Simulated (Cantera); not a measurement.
Input: 1 mol B, 4.8 mol O2, 5 mol N2, equilibrated at 1748 K and 100000 Pa.

These are equilibrium values from Cantera (NASA tables, ideal gas, pure condensed phases), not measurements of a reactor. Candidate condensed phases: B, BN, B2O3; 17 gas species. Rates play no part.

Base state: N2 0.549, O2 0.444, NO 0.00421, B2O3 0.00163, BO2 0.000362, O 4.89e-5, NO2 1.73e-5 (mole fractions); condensed: B2O3(l).

Problem. What changes in the equilibrium state with this change: 0.16 mol H2O added?

Solution. 
| species | before | after |
|---|---|---|
| N2 | 0.549 | 0.536 |
| O2 | 0.444 | 0.433 |
| HBO2 | 0 | 0.0152 |
| H2O | 0 | 0.00949 |
| OH | 0 | 0.000184 |
| NO2 | 1.73e-5 | 1.66e-5 |
| B2O3(l), mol | 0.484 | 0.412 |
Further candidate phases: B3O3H3, H2O.
